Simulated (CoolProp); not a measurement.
Vapour-liquid equilibrium of R125 (1) + isobutane (2) at 226.9 K; x and y are mole fractions of (1).

Values from CoolProp's multi-fluid Helmholtz-energy mixture model, Lemmon 2005 and Bücker 2006; pair parameters Bell 2016.

**Question.** Give the bubble pressure and the first vapour's composition at x = 0.5, 0.65, 0.8. Is there an azeotrope?

**Answer.** x = 0.5: 109.1 kPa, y = 0.853; x = 0.65: 110.4 kPa, y = 0.858; x = 0.8: 112.1 kPa, y = 0.872. y crosses x between x = 0.8 and 0.95: the model has an azeotrope there.

The pair parameters rest on a limited set of measurements; away from them the model extrapolates. With so large a gap from Raoult's law the liquid may split in two, which this calculation doesn't test in full.
